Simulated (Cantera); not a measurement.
A diamond (100) surface in a fixed gas of H2 with x(CH4) = 0.01, x(H) = 0.015, at 1000 K, 0.0910 bar; coverages are run to steady state.

Model: the Harris–Goodwin 1993 mechanism for the reconstructed diamond (100) surface, integrated in Cantera.

θ: site fractions in the mechanism's names (c6HH fully hydrogenated, c6H* and c6*H radical sites, c6** diradical, c6HM methylated).

```
x(CH3)   growth (µm/h)  θ c6HH  θ c6H*  θ c6*H   θ c6**    θ c6HM
-------  -------------  ------  ------  ------  -------  --------
1e-06           0.0481   0.597  0.0186   0.375  0.00983   3.63e-5
2.8e-06            ___   0.597  0.0186   0.375  0.00983       ___
7.9e-06          0.380   0.596  0.0186   0.375  0.00983  0.000286
2.2e-05           1.06   0.596  0.0186   0.374  0.00982  0.000797
6.2e-05           2.97   0.595  0.0185   0.374  0.00979   0.00224
0.00017           8.11   0.592  0.0184   0.372  0.00972   0.00611
0.00048           22.5   0.583  0.0182   0.366  0.00952    0.0170
0.0014            62.5   0.559  0.0174   0.350  0.00898    0.0471
0.0038             ___     ___     ___     ___      ___       ___
```

### Question
Fill in the missing entries.

### Answer

- 2.8e-06, growth (µm/h): 0.135
- 2.8e-06, θ c6HM: 0.000102
- 0.0038, growth (µm/h): 151
- 0.0038, θ c6HH: 0.506
- 0.0038, θ c6H*: 0.0156
- 0.0038, θ c6*H: 0.315
- 0.0038, θ c6**: 0.00778
- 0.0038, θ c6HM: 0.114
